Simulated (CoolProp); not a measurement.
Vapour-liquid equilibrium of ammonia (1) + n-butane (2) at 353.4 K; x and y are mole fractions of (1).

Values from CoolProp's multi-fluid Helmholtz-energy mixture model, Gao 2020 and Bücker 2006; pair parameters Bell 2016.

```csv
x,"bubble pressure, mixture model (MPa)","bubble pressure, Raoult's law (MPa)","y, mixture model","y, Raoult's law"
0.05,1.554,1.174,0.309,0.177
0.15,2.520,1.489,0.552,0.419
0.25,3.258,1.804,0.644,0.577
0.35,3.760,2.118,0.688,0.688
0.45,4.086,2.433,0.715,0.770
0.55,4.311,2.748,0.738,0.833
0.65,4.475,3.062,0.762,0.884
0.75,4.578,3.377,0.792,0.925
0.85,4.596,3.692,0.835,0.959
0.95,4.420,4.006,0.919,0.987
```

The largest gap from Raoult's law is +80.6 % in bubble pressure, at x = 0.25. y crosses x between x = 0.75 and 0.85: the model has an azeotrope there.

The pair parameters rest on a limited set of measurements; away from them the model extrapolates. With so large a gap from Raoult's law the liquid may split in two, which this calculation doesn't test in full.
